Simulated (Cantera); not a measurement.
Adiabatic ignition

An adiabatic, constant-volume homogeneous reactor starts with CO : H2 : CH4 : O2 : N2 : H2O = 1 : 0.49 : 0.79 : 1.94 : 7.29 : 2 (molar parts), at 1525 K and 26.0 bar.

Detailed kinetics in Cantera: GRI-Mech 3.0 (53 species, 325 reactions). The pressure lies above the range GRI-Mech 3.0 was tuned for (to about 10 atm). Above 3000 K some thermodynamic fits are extrapolated.

| t (s) | T (K) | P (bar) | x CO | x H2 | x CH4 | x C2H6 | x N2O | x C2H2 | x OH |
|---|---|---|---|---|---|---|---|---|---|
| 2.00e-6 | 1525 | 26.0 | 0.0740 | 0.0362 | 0.0585 | 2.86e-7 | 1.38e-10 | <1e-12 | 5.40e-7 |
| 4.31e-6 | 1527 | 26.0 | 0.0739 | 0.0361 | 0.0583 | 1.47e-5 | 1.16e-9 | 2.26e-10 | 3.62e-6 |
| 9.28e-6 | 1578 | 26.9 | 0.0737 | 0.0343 | 0.0544 | 0.000540 | 1.52e-8 | 5.23e-7 | 2.57e-5 |
| 2.00e-5 | 3041 | 51.4 | 0.0538 | 0.0244 | 3.91e-12 | <1e-12 | 1.92e-6 | <1e-12 | 0.0149 |
| 4.31e-5 | 3029 | 51.2 | 0.0545 | 0.0249 | 4.34e-12 | <1e-12 | 1.97e-6 | <1e-12 | 0.0141 |
| 9.28e-5 | 3021 | 51.1 | 0.0549 | 0.0253 | 4.65e-12 | <1e-12 | 2.11e-6 | <1e-12 | 0.0136 |
| 0.000200 | 3020 | 51.1 | 0.0550 | 0.0254 | 4.70e-12 | <1e-12 | 2.14e-6 | <1e-12 | 0.0135 |
| 0.000431 | 3020 | 51.1 | 0.0550 | 0.0254 | 4.70e-12 | <1e-12 | 2.14e-6 | <1e-12 | 0.0135 |
| 0.000928 | 3020 | 51.1 | 0.0550 | 0.0254 | 4.70e-12 | <1e-12 | 2.14e-6 | <1e-12 | 0.0135 |
| 0.00200 | 3020 | 51.1 | 0.0550 | 0.0254 | 4.70e-12 | <1e-12 | 2.14e-6 | <1e-12 | 0.0135 |
| 0.00431 | 3020 | 51.1 | 0.0550 | 0.0254 | 4.70e-12 | <1e-12 | 2.14e-6 | <1e-12 | 0.0135 |
| 0.00928 | 3020 | 51.1 | 0.0550 | 0.0254 | 4.70e-12 | <1e-12 | 2.14e-6 | <1e-12 | 0.0135 |
| 0.0200 | 3020 | 51.1 | 0.0550 | 0.0254 | 4.70e-12 | <1e-12 | 2.14e-6 | <1e-12 | 0.0135 |
| 0.0431 | 3020 | 51.1 | 0.0550 | 0.0254 | 4.70e-12 | <1e-12 | 2.14e-6 | <1e-12 | 0.0135 |
| 0.0928 | 3020 | 51.1 | 0.0550 | 0.0254 | 4.70e-12 | <1e-12 | 2.14e-6 | <1e-12 | 0.0135 |
| 0.200 | 3020 | 51.1 | 0.0550 | 0.0254 | 4.70e-12 | <1e-12 | 2.14e-6 | <1e-12 | 0.0135 |
x: mole fraction; the columns are a selection and need not sum to one.

```json
{
 "time_of_steepest_temperature_rise": "15.0 µs",
 "temperature at 0.200 s": "3020 K",
 "equilibrium_temperature": "3020 K",
 "x(CO) at 0.200 s": "0.0550 (gas-phase equilibrium 0.0550)",
 "x(H2) at 0.200 s": "0.0254 (gas-phase equilibrium 0.0254)",
 "x(CH4) at 0.200 s": "4.70e-12 (gas-phase equilibrium 5.53e-12)"
}
```
